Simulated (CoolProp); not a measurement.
Properties of cis-2-butene along the isobar 29.5 bar (Tc = 435.8 K, pc = 42.36 bar, ω = 0.202).

Model: reference Helmholtz-energy equation of state, Lemmon 2005, in CoolProp. It is a short technical equation, of lower accuracy than the large ones.

```csv
T (K),phase,Z,cp (kJ/(kg K)),speed of sound (m/s),Joule-Thomson coefficient (K/MPa),isothermal compressibility (1/MPa),fugacity coefficient
291.1,liquid,0.1090,2.199,1042,-0.3432,0.002157,0.06012
310.6,liquid,0.1060,2.283,938.1,-0.2774,0.002765,0.1075
330.1,liquid,0.1039,2.384,834.4,-0.1903,0.003661,0.1760
349.6,liquid,0.1028,2.507,729.4,-0.06830,0.005079,0.2676
369.1,liquid,0.1029,2.668,620.9,0.1182,0.007579,0.3827
388.6,liquid,0.1049,2.913,504.3,0.4498,0.01292,0.5190
408.1,liquid,0.1109,3.465,365.6,1.276,0.03095,0.6711
427.6,gas,0.6575,2.845,183.7,14.95,0.6054,0.7474
447,gas,0.7281,2.550,204.9,11.47,0.5010,0.7835
466.5,gas,0.7762,2.462,220.8,9.321,0.4540,0.8127
486,gas,0.8121,2.441,234.0,7.825,0.4266,0.8369
505.5,gas,0.8401,2.451,245.3,6.708,0.4084,0.8572
525,gas,0.8626,2.477,255.4,5.839,0.3955,0.8745
```
